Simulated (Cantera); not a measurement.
A closed system holds: 1 mol CF4, 0.43 mol CH4, 4.1 mol H2, at 2900 °C and 133 Pa.

Cantera equilibrium calculation (NASA polynomials, part measured and part estimated; ideal gas, pure solids and liquids). Candidate condensed phases: C, C6H6, C7H8, C8H18; 95 gas species. The numbers say what is thermodynamically allowed, not how fast it happens.

Base state: H 0.601, HF 0.187, F 0.132, C 0.0422, C3 0.0171, C2 0.00769, H2 0.00707, CF 0.00502 (mole fractions); condensed: gas only.

Problem. What changes in the equilibrium state with this change: H2 from 4.1 to 0.21 mol?

Solution. 
```csv
species,before,after
F,0.132,0.480
HF,0.187,0.199
H,0.601,0.176
C3,0.0171,0.0455
CF,0.00502,0.0252
C2,0.00769,0.0147
C,0.0422,0.0584
CF2,1.47e-5,0.000268
H2,0.00707,0.000608
C2H2 (acetylene),3.88e-5,6.40e-6
C5,2.82e-5,0.000144
C4,2.17e-5,7.97e-5
```

Problem. What changes in the equilibrium state with this change: temperature from 2900 °C to 2600 °C?

Solution. 
| species | before | after |
|---|---|---|
| H | 0.601 | 0.528 |
| HF | 0.187 | 0.356 |
| C3 | 0.0171 | 0.0364 |
| F | 0.132 | 0.0272 |
| H2 | 0.00707 | 0.0336 |
| C | 0.0422 | 0.00928 |
| C4H2 | 8.88e-8 | 1.38e-5 |
| C2H2 (acetylene) | 3.88e-5 | 0.00105 |
| C5 | 2.82e-5 | 0.000331 |
| C4 | 2.17e-5 | 7.26e-5 |
| C2H | 0.000715 | 0.00235 |
